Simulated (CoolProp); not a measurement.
Vapour-liquid equilibrium of ethylene (1) + n-butane (2) at 239.9 K; x and y are mole fractions of (1).

Model: multi-fluid Helmholtz-energy mixture model, Smukala 2000 and Bücker 2006; pair parameters Bell 2016, in CoolProp.

Question: Give the bubble pressure and the first vapour's composition at x = 0.65, 0.85, 0.95. Is there an azeotrope?

Answer: x = 0.65: 10.25 bar, y = 0.986; x = 0.85: 14.29 bar, y = 0.995; x = 0.95: 16.50 bar, y = 0.998. No azeotrope shows between x = 0.05 and 0.95.

Pair parameters are fitted to limited data, so mixtures are less certain than the pure fluids. The gap from Raoult's law changes sign with composition, which may be real or a fault of the pair parameters; it wasn't checked against measurements.
